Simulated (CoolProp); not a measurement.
Properties of octamethylcyclotetrasiloxane (D4) along the isobar 679 kPa (Tc = 586.5 K, pc = 1347 kPa, ω = 0.598).

Computed with CoolProp (reference Helmholtz-energy equation of state, Thol 2015).

```tsv
T (K)	phase	Z	Joule-Thomson coefficient (K/MPa)	expansivity (1/kK)
515.5	liquid	0.07099	___	___
524.5	liquid	0.07176	0.5173	___
533.5	liquid	0.07285	0.7441	3.850
551.6	gas	0.7119	19.01	6.206
560.6	gas	0.7377	16.58	5.349
569.7	gas	___	14.72	4.730
578.7	gas	0.7789	13.27	4.267
587.7	gas	0.7956	12.09	3.902
596.8	gas	0.8107	11.08	3.604
605.8	gas	0.8240	10.24	3.359
```

Q: Complete the blanks.

A: 
- 515.5, Joule-Thomson coefficient (K/MPa): 0.3587
- 515.5, expansivity (1/kK): 2.948
- 524.5, expansivity (1/kK): 3.319
- 569.7, Z: 0.7599
